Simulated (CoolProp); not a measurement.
Saturated liquid density (kg/m³) of CH2F2 (R32): the reference equation beside estimates from Tc = 78.1 °C, pc = 5.783 MPa, ω = 0.277. Rackett uses Z = 0.29056 − 0.08775 ω.

Computed with CoolProp (reference Helmholtz-energy equation of state, Tillner-Roth 1997).

| T (°C) | reference | Rackett | van der Waals | Soave-Redlich-Kwong | Peng-Robinson |
|---|---|---|---|---|---|
| -26.95 | 1142 | 987.7 | 587.5 | ___ | 1007 |
| -23.35 | 1131 | 978.6 | 582.2 | 880.6 | 997.3 |
| -19.65 | 1119 | 969.0 | ___ | 871.1 | 986.9 |
| -15.95 | 1108 | 959.3 | 570.9 | 861.3 | 976.1 |
| -12.25 | 1096 | 949.4 | 565.1 | 851.3 | 965.0 |
| -8.65 | 1084 | 939.6 | 559.3 | 841.2 | ___ |
| -4.95 | 1072 | 929.4 | 553.2 | 830.5 | 941.9 |
| -1.25 | 1060 | 918.9 | 547.0 | 819.4 | 929.6 |
| 2.45 | 1047 | 908.2 | 540.6 | 808.0 | 916.8 |
| 6.05 | 1034 | 897.5 | 534.2 | 796.5 | 903.9 |
| 9.75 | 1021 | 886.3 | 527.4 | 784.2 | ___ |

Some entries are withheld; supply them.


- -26.95, Soave-Redlich-Kwong: 889.6
- -19.65, van der Waals: 576.6
- -8.65, Peng-Robinson: 953.8
- 9.75, Peng-Robinson: 890.1

Absolute difference from the reference over all 11 rows, mean and median: Rackett 13.3 and 13.3 %, van der Waals 48.4 and 48.4 %, Soave-Redlich-Kwong 22.5 and 22.4 %, Peng-Robinson 12.1 and 12.0 %.
